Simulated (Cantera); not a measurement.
Charge: 1 mol TiO₂, 0.82 mol MgCl₂, 2.8 mol O₂, equilibrated at 0.100 bar.

Cantera equilibrium calculation (NASA polynomials, part measured and part estimated; ideal gas, pure solids and liquids). Candidate condensed phases: Mg, MgCl₂, MgO, MgTiO₃, MgTi₂O₅, Mg₂TiO₄, Ti, TiCl₂, TiCl₃, TiCl₄, TiO, TiO₂, Ti₂O₃, Ti₃O₅, Ti₄O₇; 20 gas species. Condensed phases not in the tables: alloys, solid solutions and most ternary compounds. Equilibrium is a limit: real reactors are often held back by kinetics, nucleation or transport.

Task: At 1527 °C, list the 5 most abundant gas species with their mole fractions, and the condensed phases.

Result: O₂ 0.683, Cl 0.193, MgCl₂ 0.0858, Cl₂ 0.0372, ClO 0.000897. Condensed: MgTi₂O₅(s).
